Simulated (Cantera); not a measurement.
Cantera run, input and output.

```python
import numpy as np
import cantera as ct

gas = ct.Solution("gri30.yaml")
gas.TPX = 800, 1400000, {'C3H8': 1, 'O2': 10.9, 'N2': 109}
inlet = ct.Reservoir(gas, clone=True)
gas.equilibrate("HP")  # start burning
reactor = ct.IdealGasConstPressureReactor(gas, energy="on", clone=False)
exhaust = ct.Reservoir(gas, clone=True)
tau = [0.15, 0.064, 0.027, 0.011, 0.0047, 0.002, 0.00082, 0.00034, 0.00014, 6e-05, 2.5e-05][0]
for a, b in ((inlet, reactor), (reactor, exhaust)):
    ct.MassFlowController(a, b, mdot=lambda t: reactor.mass / tau)
net = ct.ReactorNet([reactor])
show = ['C3H8', 'O2', 'HO2', 'NO', 'CH4', 'O']

rows = []
print(f"{'tau/s':>10s}{'T/K':>9s}" + "".join(f"{s:>11s}" for s in show))
for tau in [0.15, 0.064, 0.027, 0.011, 0.0047, 0.002, 0.00082, 0.00034, 0.00014, 6e-05, 2.5e-05]:
    net.initial_time = 0.0
    net.advance(30 * tau)
    before = gas.X
    net.advance(40 * tau)
    drift = np.max(np.abs(gas.X - before) / (gas.X + 1e-9))
    rows.append([gas.T, *gas[show].X, drift])
    print(f"{tau:10.3e}{gas.T:9.1f}" + "".join(f"{x:11.3e}" for x in gas[show].X))
```

Output:

```
     tau/s      T/K       C3H8         O2        HO2         NO        CH4          O
 1.500e-01   1282.8  1.327e-05  4.917e-02  9.013e-06  3.577e-08  7.172e-06  4.414e-07
 6.400e-02   1272.2  2.628e-05  4.985e-02  1.470e-05  2.312e-08  1.130e-05  6.582e-07
 2.700e-02   1250.9  5.656e-05  5.123e-02  2.399e-05  8.222e-09  1.994e-05  8.159e-07
 1.100e-02   1195.0  1.701e-04  5.496e-02  4.130e-05  6.653e-10  4.816e-05  6.060e-07
 4.700e-03    800.0  8.271e-03  9.016e-02  1.800e-10 -8.259e-26  1.141e-09  5.751e-16
 2.000e-03    800.0  8.271e-03  9.016e-02  9.374e-11  3.948e-29  1.797e-10  2.127e-16
 8.200e-04    800.0  8.271e-03  9.016e-02  4.271e-11  5.942e-30  2.723e-11  7.856e-17
 3.400e-04    800.0  8.271e-03  9.016e-02  1.856e-11  9.414e-31  4.327e-12  3.008e-17
 1.400e-04    800.0  8.271e-03  9.016e-02  7.797e-12  1.441e-31  6.648e-13  1.120e-17
 6.000e-05    800.0  8.271e-03  9.016e-02  3.369e-12  2.230e-32  1.036e-13  4.055e-18
 2.500e-05    800.0  8.271e-03  9.016e-02  1.408e-12  2.815e-33  1.330e-14  1.234e-18
```

Detailed kinetics in Cantera: GRI-Mech 3.0 (53 species, 325 reactions). GRI-Mech 3.0 was tuned for natural gas; its chemistry of propane as a main component is partial and can be far from experiment. The pressure lies above the range GRI-Mech 3.0 was tuned for (to about 10 atm).
